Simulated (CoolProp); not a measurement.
Values from CoolProp's reference Helmholtz-energy equation of state, Lemmon 2006. It is a short technical equation, of lower accuracy than the large ones.

### Question
For C2F6 (R116), give the phase and the Joule-Thomson coefficient (K/MPa), viscosity (µPa s) at 280.4 K and 101 kPa; 369.5 K and 101 kPa.

### Answer
- 280.4 K and 101 kPa: gas; Joule-Thomson coefficient 9.81, viscosity 13.3
- 369.5 K and 101 kPa: gas; Joule-Thomson coefficient 4.64, viscosity 17.3

Viscosity comes from a separate model (Huber 2003), an estimate that may be off by 10 % or more.
